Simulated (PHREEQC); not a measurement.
Solution (25 °C): 0.026 mol/kgw HF, 0.0003 mol/kgw NH4F and 0.0011 mol/kgw H4SiO4. Closed to the air; pH follows from the charge balance.

Model: ion-association model, phreeqc.dat, run in PHREEQC.

Precipitation was switched off in this run.

**Question.** What pH, ionic strength does the model give?

**Answer.** pH 2.35; ionic strength 0.00619 mol/kgw.

**Question.** In which forms is F present?

**Answer.** HF 63 %, SiF6-2 25 %, F- 10 %, HF2- 1.3 % of the F.

SiF6-2 is the database's only silicon fluoride.
